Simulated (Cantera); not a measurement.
Charge: 1 mol Si₃N₄, 28 mol Cl₂, held at 1375 °C and 1000 Pa.

Method: chemical equilibrium by Gibbs-energy minimisation in Cantera with the NASA 1993 tables (ideal gas, pure condensed phases). Candidate condensed phases: Si, Si₃N₄; 13 gas species. The tables' values for SiCl₃ are old estimates; treat these amounts as uncertain. Rates play no part.

Base state: Cl 0.666, Cl₂ 0.211, SiCl₄ 0.0738, N₂ 0.0494, SiCl₃ 0.000335 (mole fractions); condensed: gas only.

### Question
What changes in the equilibrium state with this change: temperature from 1375 °C to 1102 °C?

### Answer
```
species    before    after
-------  --------  -------
Cl₂         0.211    0.645
Cl          0.666    0.188
SiCl₄      0.0738    0.101
N₂         0.0494   0.0671
SiCl₃    0.000335  5.52e-6
```

### Question
What changes in the equilibrium state with this change: pressure from 1000 Pa to 20000 Pa?

### Answer
```
species    before    after
-------  --------  -------
Cl₂         0.211    0.589
Cl          0.666    0.249
SiCl₄      0.0738   0.0972
N₂         0.0494   0.0649
SiCl₃    0.000335  5.91e-5
```
